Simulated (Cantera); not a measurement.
What does this Cantera script print?

```python
import numpy as np
import cantera as ct

gas = ct.Solution("gri30.yaml")
gas.TPX = 1300, 120000, {'C2H6': 1, 'N2': 44}
inlet = ct.Reservoir(gas, clone=True)

reactor = ct.IdealGasConstPressureReactor(gas, energy="off", clone=False)
exhaust = ct.Reservoir(gas, clone=True)
tau = [11, 3.2, 0.89, 0.25, 0.07, 0.02, 0.0055, 0.0015][0]
for a, b in ((inlet, reactor), (reactor, exhaust)):
    ct.MassFlowController(a, b, mdot=lambda t: reactor.mass / tau)
net = ct.ReactorNet([reactor])
show = ['C2H6', 'CH2', 'H2', 'C2H2', 'C2H4', 'HCN']

rows = []
print(f"{'tau/s':>10s}{'T/K':>9s}" + "".join(f"{s:>11s}" for s in show))
for tau in [11, 3.2, 0.89, 0.25, 0.07, 0.02, 0.0055, 0.0015]:
    net.initial_time = 0.0
    net.advance(30 * tau)
    before = gas.X
    net.advance(40 * tau)
    drift = np.max(np.abs(gas.X - before) / (gas.X + 1e-9))
    rows.append([gas.T, *gas[show].X, drift])
    print(f"{tau:10.3e}{gas.T:9.1f}" + "".join(f"{x:11.3e}" for x in gas[show].X))
```

Output:

```
     tau/s      T/K       C2H6        CH2         H2       C2H2       C2H4        HCN
 1.100e+01   1300.0  4.766e-05  3.801e-11  3.085e-02  1.609e-02  2.001e-03  4.065e-10
 3.200e+00   1300.0  9.860e-05  8.196e-11  3.210e-02  1.619e-02  2.431e-03  4.483e-10
 8.900e-01   1300.0  2.179e-04  1.848e-10  3.242e-02  1.577e-02  3.173e-03  4.972e-10
 2.500e-01   1300.0  5.096e-04  4.269e-10  3.122e-02  1.435e-02  4.560e-03  5.481e-10
 7.000e-02   1300.0  1.282e-03  1.033e-09  2.779e-02  1.132e-02  7.048e-03  6.100e-10
 2.000e-02   1300.0  3.357e-03  2.536e-09  2.179e-02  6.699e-03  9.999e-03  6.826e-10
 5.500e-03   1300.0  8.716e-03  5.661e-09  1.332e-02  2.175e-03  9.944e-03  6.988e-10
 1.500e-03   1300.0  1.634e-02  8.324e-09  5.287e-03  2.953e-04  5.014e-03  5.987e-10
```

Detailed kinetics in Cantera: GRI-Mech 3.0 (53 species, 325 reactions). GRI-Mech 3.0 stops at C3 and has no aromatics, soot or wall deposition, so with more carbon than oxygen in the feed, carbon stays in small species such as C2H2 where larger ones or solid carbon would form.
